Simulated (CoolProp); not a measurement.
The fluid at 323.69 K and 4.44 MPa flows at 10 m/s in a round tube of 12.7 mm bore and 1.5 µm roughness, fully developed (64/Re and Nu = 3.66 if laminar; Colebrook and Gnielinski if turbulent). The same conditions are run with several fluids, on thermodynamics alone (safety and materials aside).

Values from CoolProp's reference Helmholtz-energy equation of state of each fluid (R507A: Lemmon 2003; R407C: Lemmon 2003; isobutane: Bücker 2006; R152A: Outcalt 1996; R124: de Vries 1995). Blends and air are pseudo-pure fits.

```json
[
 {"fluid": "R507A", "Reynolds number": "1200000", "Darcy friction factor": "(withheld)", "pressure drop (Pa/m)": "50500", "heat-transfer coefficient (W/(m² K))": "17700", "mass flow (kg/h)": "4330"},
 {"fluid": "R407C", "Reynolds number": "1120000", "Darcy friction factor": "(withheld)", "pressure drop (Pa/m)": "(withheld)", "heat-transfer coefficient (W/(m² K))": "20100", "mass flow (kg/h)": "4750"},
 {"fluid": "isobutane", "Reynolds number": "532000", "Darcy friction factor": "0.0145", "pressure drop (Pa/m)": "30200", "heat-transfer coefficient (W/(m² K))": "13700", "mass flow (kg/h)": "(withheld)"},
 {"fluid": "R152A", "Reynolds number": "835000", "Darcy friction factor": "0.0139", "pressure drop (Pa/m)": "(withheld)", "heat-transfer coefficient (W/(m² K))": "18800", "mass flow (kg/h)": "(withheld)"},
 {"fluid": "R124", "Reynolds number": "817000", "Darcy friction factor": "0.0139", "pressure drop (Pa/m)": "70700", "heat-transfer coefficient (W/(m² K))": "15200", "mass flow (kg/h)": "5880"}
]
```

Problem. Fill in the missing entries.

Solution. 
- R507A, Darcy friction factor: 0.0135
- R407C, Darcy friction factor: 0.0136
- R407C, pressure drop (Pa/m): 55700
- isobutane, mass flow (kg/h): 2410
- R152A, pressure drop (Pa/m): 46400
- R152A, mass flow (kg/h): 3860

Transport values come from each fluid's own correlations; those of R152A, R124 are estimates that may be off by 10 % or more.
